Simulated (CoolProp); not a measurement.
Hydrogen chloride at several states: density (kg/m³) from the reference equation and from simpler models built on Tc = 51.5 °C, pc = 8.314 MPa, ω = 0.130; each cubic takes its own stable root.

Values from CoolProp's reference Helmholtz-energy equation of state, Thol 2018.

```json
[
 {"T (°C)": "44.85", "p (MPa)": "1.21", "phase": "gas", "reference": "[?]", "van der Waals": "[?]", "Soave-Redlich-Kwong": "[?]", "Peng-Robinson": "17.76"},
 {"T (°C)": "121.65", "p (MPa)": "0.0544", "phase": "gas", "reference": "0.6051", "van der Waals": "0.6050", "Soave-Redlich-Kwong": "0.6050", "Peng-Robinson": "0.6051"},
 {"T (°C)": "26.05", "p (MPa)": "0.0435", "phase": "gas", "reference": "0.6392", "van der Waals": "0.6388", "Soave-Redlich-Kwong": "0.6390", "Peng-Robinson": "0.6392"},
 {"T (°C)": "352.25", "p (MPa)": "37.5", "phase": "supercritical", "reference": "[?]", "van der Waals": "288.8", "Soave-Redlich-Kwong": "258.2", "Peng-Robinson": "[?]"}
]
```

Q: Fill in the missing entries.

A: 
- 44.85, reference: 17.75
- 44.85, van der Waals: 17.51
- 44.85, Soave-Redlich-Kwong: 17.65
- 352.25, reference: 279.3
- 352.25, Peng-Robinson: 270.6
